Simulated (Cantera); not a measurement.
Feed: 1 mol Si₃N₄, 1.1 mol CO₂, 1.2 mol H₂, at 1.00 Pa.

Cantera equilibrium calculation (NASA polynomials, part measured and part estimated; ideal gas, pure solids and liquids). Candidate condensed phases: C, C₆H₆, C₇H₈, C₈H₁₈, H₂O, Si, SiC, SiO₂, Si₂N₂O, Si₃N₄; 151 gas species. Mutual solubility and eutectic melting of coexisting phases are not modelled. Rates play no part.

**Question.** What share of the Si ends up in condensed phases as a function of T (°C), at 850, 950, 1050, 1150, 1250, 1350, 1450, 1550, 1650, 1750, 1850, 1950?

**Answer.** 
| T (°C) | Si condensed (%) | as |
|---|---|---|
| 850 | 100.0 | Si₂N₂O(s) |
| 950 | 100.0 | SiC(s) + Si₂N₂O(s) |
| 1050 | 99.0 | SiC(s) + Si₂N₂O(s) |
| 1150 | 73.0 | SiC(s) + Si₂N₂O(s) |
| 1250 | 31.6 | SiC(s) |
| 1350 | 30.7 | SiC(s) |
| 1450 | 25.7 | SiC(s) |
| 1550 | 8.0 | SiC(s) |
| 1650 | 0.0 | - |
| 1750 | 0.0 | - |
| 1850 | 0.0 | - |
| 1950 | 0.0 | - |
